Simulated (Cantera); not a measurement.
A Cantera script and what it prints.

```python
import numpy as np
import cantera as ct

gas_names = """
    N2 TaO2 N2O NO2
""".split()
cond_names = """
    Ta2O5(s) Ta2O5(L)
""".split()


# ... load() reads the species with a 1 bar reference pressure and builds the phases ...
species = {s.name: s for s in load("nasa_gas.yaml", gas_names) + load("nasa_condensed.yaml", cond_names)}
# Each term lists the table entries of one substance; the one whose range holds T is used.
reactions = {
    'N2(g) + Ta2O5 = 2 TaO2(g) + N2O(g)':
        [(-1, ['N2']), (-1, ['Ta2O5(s)', 'Ta2O5(L)']), (2, ['TaO2']), (1, ['N2O'])],
    'N2(g) + 4 Ta2O5 = 8 TaO2(g) + 2 NO2(g)':
        [(-1, ['N2']), (-4, ['Ta2O5(s)', 'Ta2O5(L)']), (8, ['TaO2']), (2, ['NO2'])],
}


def pick(names, T):
    return next(species[n] for n in names if species[n].thermo.min_temp <= T <= species[n].thermo.max_temp)


results = []
for label, terms in reactions.items():
    print(label)
    print("     T/K   dH/kJ  dS/(J/K)   dG/kJ   log10 K")
    for T in [300, 773, 973, 1173, 1373, 1573, 1773, 1973, 2173, 2373]:
        used = [(nu, pick(names, T)) for nu, names in terms]
        dH = sum(nu * s.thermo.h(T) for nu, s in used) / 1e6
        dS = sum(nu * s.thermo.s(T) for nu, s in used) / 1e3
        dG = dH - T * dS / 1e3
        logK = -dG * 1e6 / (ct.gas_constant * T * np.log(10))
        results.append((label, T, dH, dS, dG, logK, [s.name for _, s in used]))
        print(f"{T:8g} {dH:8.1f} {dS:8.1f} {dG:8.1f} {logK:8.2f}")
```

It prints:

```
N2(g) + Ta2O5 = 2 TaO2(g) + N2O(g)
     T/K   dH/kJ  dS/(J/K)   dG/kJ   log10 K
     300   1725.9    445.5   1592.2  -277.22
     773   1706.6    407.5   1391.6   -94.03
     973   1697.3    396.9   1311.2   -70.39
    1173   1687.4    387.6   1232.7   -54.89
    1373   1677.1    379.5   1156.0   -43.98
    1573   1666.3    372.2   1080.9   -35.89
    1773   1655.2    365.6   1007.1   -29.67
    1973   1643.9    359.5    934.6   -24.74
    2173   1507.3    293.2    870.1   -20.92
    2373   1487.1    284.3    812.4   -17.88
N2(g) + 4 Ta2O5 = 8 TaO2(g) + 2 NO2(g)
     T/K   dH/kJ  dS/(J/K)   dG/kJ   log10 K
     300   6645.4   1957.3   6058.2 -1054.81
     773   6565.1   1800.0   5173.6  -349.60
     973   6524.8   1753.9   4818.3  -258.66
    1173   6481.8   1713.6   4471.7  -199.12
    1373   6436.6   1678.1   4132.6  -157.22
    1573   6389.7   1646.2   3800.2  -126.19
    1773   6341.5   1617.4   3473.9  -102.34
    1973   6292.1   1591.0   3153.1   -83.48
    2173   5741.4   1323.8   2864.8   -68.86
    2373   5656.6   1286.5   2603.8   -57.31
```

Source: NASA polynomial tables (part measured, part estimated), evaluated in Cantera. Condensed species are held in their standard states even where they would react or evaporate.
